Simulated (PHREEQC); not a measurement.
Solution (32 °C): 0.006 mol/kgw K2HPO4, 0.087 mol/kgw Na2HPO4 and 0.00032 mol/kgw H3BO3. Closed to the air; pH follows from the charge balance.

All values are PHREEQC results (ion-association model, phreeqc.dat), not measurements.

Each row changes one thing in this solution. This is a speciation only: nothing precipitates in the calculation.

```
case                                                pH  ionic strength (mol/kgw)  HPO4-2 (mol/kgw)  H2PO4- (mol/kgw)  KHPO4- (mol/kgw)  PO4-3 (mol/kgw)
-----------------------------------------------  -----  ------------------------  ----------------  ----------------  ----------------  ---------------
as made                                           9.00                     0.263            0.0844          0.000484          0.000478         0.000305
H3BO3 left out                                    9.08                     0.264            0.0844          0.000399          0.000478         0.000369
Na2HPO4 left out                                     …                         …                 …          0.000109                 …          3.36e-6
Na2HPO4 replaced by Na3PO4 at the same molality  11.79                         …            0.0205           1.58e-7           9.37e-5           0.0701
diluted 2-fold with water                         9.09                     0.134            0.0435          0.000242          0.000161         0.000131
H3BO3 from 0.00032 to 0.000352 mol/kgw            8.99                     0.263            0.0844          0.000492          0.000478         0.000300
```

Problem. Fill in the missing entries.

Solution. 
- Na2HPO4 left out, pH: 8.75
- Na2HPO4 left out, ionic strength (mol/kgw): 0.0177
- Na2HPO4 left out, HPO4-2 (mol/kgw): 0.00581
- Na2HPO4 left out, KHPO4- (mol/kgw): 7.96e-5
- Na2HPO4 replaced by Na3PO4 at the same molality, ionic strength (mol/kgw): 0.501
